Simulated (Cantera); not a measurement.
A freely propagating, adiabatic, planar premixed flame of H2 : O2 : N2 = 1 : 0.208 : 0.783 (molar parts), unburnt at 450 K and 0.310 bar; mixture-averaged transport, grid criteria slope 0.08 and curve 0.16, no radiation.

Detailed kinetics in Cantera: the H2/O2 subset of GRI-Mech 3.0, which has no nitrogen chemistry. Burning velocities carry a grid error of a few per cent, more on coarse grids.

x: mole fraction of selected species; z is measured from the peak of heat release.

| z (mm) | T (K) | u (m/s) | x H2 | x O2 | x H2O | x OH | x H | x O |
|---|---|---|---|---|---|---|---|---|
| -5.78 | 450 | 4.67 | 0.502 | 0.104 | <1e-8 | <1e-8 | <1e-8 | <1e-8 |
| -3.85 | 450 | 4.67 | 0.502 | 0.104 | <1e-8 | <1e-8 | <1e-8 | <1e-8 |
| -2.89 | 450 | 4.67 | 0.502 | 0.104 | <1e-8 | <1e-8 | <1e-8 | <1e-8 |
| -1.93 | 450 | 4.67 | 0.502 | 0.104 | 3.71e-8 | <1e-8 | <1e-8 | <1e-8 |
| -0.964 | 471 | 4.86 | 0.499 | 0.104 | 0.000830 | (withheld) | 0.000193 | 8.74e-6 |
| -0.482 | 698 | 7.05 | 0.469 | 0.0982 | 0.0197 | (withheld) | 0.00914 | 0.000182 |
| 0 | 1080 | 10.6 | 0.367 | 0.0623 | 0.0984 | (withheld) | 0.0550 | 0.00226 |
| 0.482 | 1323 | 13.0 | 0.280 | 0.0117 | 0.196 | 0.00178 | 0.0928 | 0.00182 |
| 0.964 | 1417 | 13.8 | 0.267 | 0.00134 | 0.217 | 0.00172 | 0.0935 | 0.000689 |
| 1.93 | 1511 | 14.6 | 0.274 | 0.000207 | 0.221 | (withheld) | 0.0822 | 0.000510 |
| 3.85 | 1615 | 15.5 | 0.283 | 0.000151 | 0.222 | 0.00216 | 0.0675 | 0.000425 |
| 7.71 | 1720 | 16.4 | 0.294 | 0.000104 | 0.224 | 0.00216 | 0.0520 | 0.000305 |
| 15.4 | 1816 | 17.2 | 0.303 | 6.11e-5 | 0.227 | (withheld) | 0.0376 | 0.000184 |

Q: Complete the blanks.

A: 
- -0.964, x OH: 6.35e-5
- -0.482, x OH: 0.000397
- 0, x OH: 0.00115
- 1.93, x OH: 0.00196
- 15.4, x OH: 0.00193
